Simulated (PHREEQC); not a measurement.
Make-up at 25 °C: 18 mmol/kgw HF, 0.33 mmol/kgw NH4HF2 and 1.9 mmol/kgw H4SiO4. Closed to the air; pH follows from the charge balance.

Computed with PHREEQC (ion-association model, phreeqc.dat).

```json
[
 {"quantity": "pH", "before": "2.38", "after": "2.36"},
 {"quantity": "ionic strength (mol/kgw)", "before": "0.00678", "after": "0.00664"},
 {"quantity": "HF (mol/kgw)", "before": "0.00616", "after": "0.00566"},
 {"quantity": "F- (mol/kgw)", "before": "0.00107", "after": "0.000938"},
 {"quantity": "HF2- (mol/kgw)", "before": "2.52e-5", "after": "2.04e-5"},
 {"quantity": "H4SiO4 (mol/kgw)", "before": "3.25e-6", "after": "5.92e-6"},
 {"quantity": "SI of Quartz (SiO2)", "before": "-1.51", "after": "-1.25"}
]
```

Name the change that produced these shifts.
A) HF from 0.018 to 0.036 mol/kgw
B) HF left out
C) diluted 5-fold with water
D) HF replaced by (CH3)4NF at the same molality
E) NH4HF2 left out

E, NH4HF2 left out

No solid was allowed to form. SiF6-2 is the database's only silicon fluoride.
